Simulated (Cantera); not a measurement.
**Thermodynamics of carbon deposition, reforming and gasification, feed C + NH3 + CO2**

A closed system holds: 1 mol C, 0.043 mol NH3, 0.04 mol CO2, held at 3000 K and 100000 Pa.

These are equilibrium values from Cantera (NASA tables, ideal gas, pure condensed phases), not measurements of a reactor. Candidate condensed phases: C, C6H6, C7H8, C8H18, H2O; 136 gas species. Equilibrium is a limit: real reactors are often held back by kinetics, nucleation or transport.

```json
{
 "x(CO)": "0.461",
 "x(H2)": "0.289",
 "x(N2)": "0.103",
 "x(H)": "0.0850",
 "x(HCN)": "0.0345",
 "x(C2H2 (acetylene))": "0.0180",
 "x(HNC)": "0.00651",
 "x(CN)": "0.00104",
 "x(C2H)": "0.000908",
 "n(C(graphite))": "0.946 mol",
 "gas_amount": "0.1736 mol"
}
```
